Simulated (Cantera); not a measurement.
## Thermodynamics of fluorocarbon and chlorocarbon gases, feed CF4

Feed: 1 mol CF4, at 3275 K and 3.50 Pa.

These are equilibrium values from Cantera (NASA tables, ideal gas, pure condensed phases), not measurements of a reactor. Candidate condensed phases: C; 13 gas species. Kinetics and transport are ignored.

The x(F) is 0.802 and the x(C) is 0.194. The x(C2) is 0.00208. The x(CF) comes out as 0.00191 and the x(C3) is 0.000237. The gas amount comes out as 4.978 mol and the log10 activity of C(graphite) (absent) is -1.91.
